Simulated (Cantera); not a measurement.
Input (Python, Cantera) and output of one run.

```python
import numpy as np
import cantera as ct

gas_names = """
    B BH BH2 BH3 BN BO BO2 B2 B2O B2O2 B2O3 B3O3H3 H HBO HBO2 HNO HNO2 HNO3 HO2 H2 H2O H2O2 H3B3O6 N NH
    NH2 NH3 NH2OH NO NO2 NO3 N2 N2H2 N2H4 N2O O OH O2 O3
""".split()
cond_names = """
    B(b) B(L) BN(s) B2O3(L) B3O3H3(cr) H2O(s) H2O(L)
""".split()


# ... load() reads the species with a 1 bar reference pressure and builds the phases ...
atoms = {
    'B2O3': {'B': 2, 'O': 3},
    'O2': {'O': 2},
    'N2': {'N': 2},
    'H2O': {'H': 2, 'O': 1},
}
top_T = {'BN(s)': 3200}  # K; cautious upper limits of use, not melting points


# ... equilibrate(T, P, feed) seeds the gas with the atoms and calls Mixture.equilibrate('TP', solver="vcs", rtol=1e-11, max_steps=5000) ...
results = []
feed = {'B2O3': 1, 'O2': 0.13, 'N2': 3, 'H2O': 0.11}  # mol
T = 1050  # K
P = 10000  # Pa
mix = equilibrate(T, P, feed)
results.append((T, P, feed, dict(zip(mix.species_names, mix.species_moles))))
print(gas.report(threshold=1e-05))
for i in range(1, mix.n_phases):
    print(f"{mix.phase(i).name:16s} {mix.phase_moles(i):12.5e} mol")
```

Result:

```
       temperature   1050 K
          pressure   10000 Pa
           density   0.03189 kg/m^3
  mean mol. weight   27.84 kg/kmol
   phase of matter   gas

                          1 kg             1 kmol
                     ---------------   ---------------
          enthalpy        5.3973e+05        1.5026e+07  J
   internal energy        2.2615e+05        6.2962e+06  J
           entropy            9064.5        2.5236e+05  J/K
    Gibbs function        -8.978e+06       -2.4995e+08  J
 heat capacity c_p            1197.6             33341  J/K
 heat capacity c_v            898.91             25026  J/K

                      mass frac. Y      mole frac. X     chem. pot. / RT
                     ---------------   ---------------   ---------------
              HBO2        6.4945e-05        4.1266e-05           -108.79
               H2O          0.021914          0.033865           -58.407
            H3B3O6        0.00020342        4.3084e-05           -326.37
                NO        2.6963e-05        2.5017e-05           -29.794
                N2           0.93169           0.92591           -27.369
                O2          0.046101          0.040111           -32.219
     [  +33 minor]        3.4684e-07        3.3603e-07

B(b)              0.00000e+00 mol
BN(s)             0.00000e+00 mol
B2O3(L)           9.99724e-01 mol
B3O3H3(cr)        0.00000e+00 mol
```

Equilibrium computed with Cantera from the NASA thermochemical tables; the gas is ideal and each condensed phase is pure. Gases not in the tables: H3BO3.
